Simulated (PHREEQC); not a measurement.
Consider water at 25 °C with 1.2 mol Na2SO4 and 3.8 mol LiCl per kg of water. Closed to the air; pH follows from the charge balance.

The numbers come from PHREEQC with the Pitzer model, pitzer.dat.

Each row changes one thing in this solution. This is a speciation only: nothing precipitates in the calculation.

| case | HSO4- (mol/kgw) | SI of Thenardite (Na2SO4) | SI of Mirabilite (Na2SO4:10H2O) |
|---|---|---|---|
| as made | 5.76e-7 | -0.55 | -0.82 |
| diluted 5-fold with water | 2.38e-7 | -2.51 | … |
| LiCl from 3.8 to 4.18 mol/kgw | 6.00e-7 | -0.48 | -0.90 |
| diluted 2-fold with water | 3.80e-7 | -1.55 | … |
| temperature from 25 to 20 °C | 4.37e-7 | -0.58 | -0.61 |
| LiCl left out | 3.36e-7 | -1.04 | -0.28 |

Task: What belongs in the gaps?

Result: 
- diluted 5-fold with water, SI of Mirabilite (Na2SO4:10H2O): -1.73
- diluted 2-fold with water, SI of Mirabilite (Na2SO4:10H2O): -1.08
